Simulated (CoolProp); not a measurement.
Vapour pressure (MPa) of isohexane: the reference equation beside estimates from Tc = 497.7 K, pc = 3.043 MPa, ω = 0.280. Clausius-Clapeyron is anchored at 436.9 K with a constant enthalpy of vaporisation of 18.94 kJ/mol.

Computed with CoolProp (reference Helmholtz-energy equation of state, Lemmon 2006). It is a short technical equation, of lower accuracy than the large ones.

| T (K) | reference | Clausius-Clapeyron | Soave-Redlich-Kwong |
|---|---|---|---|
| 392 | 0.4788 | 0.6387 | 0.4842 |
| 403.2 | 0.6087 | 0.7506 | ? |
| 414.4 | 0.7634 | 0.8744 | 0.7752 |
| 425.7 | 0.9473 | ? | ? |
| 436.9 | 1.160 | 1.160 | 1.182 |
| 448.2 | ? | 1.323 | 1.436 |
| 459.4 | 1.696 | ? | 1.726 |
| 470.6 | ? | 1.686 | 2.056 |
| 481.9 | 2.406 | ? | ? |

**Question.** Fill in the missing entries.

**Answer.** 
- 403.2, Soave-Redlich-Kwong: 0.6170
- 425.7, Clausius-Clapeyron: 1.012
- 425.7, Soave-Redlich-Kwong: 0.9635
- 448.2, reference: 1.410
- 459.4, Clausius-Clapeyron: 1.498
- 470.6, reference: 2.025
- 481.9, Clausius-Clapeyron: 1.888
- 481.9, Soave-Redlich-Kwong: 2.434

Absolute difference from the reference over all 9 rows, mean and median: Clausius-Clapeyron 14.9 and 14.5 %, Soave-Redlich-Kwong 1.6 and 1.5 %.
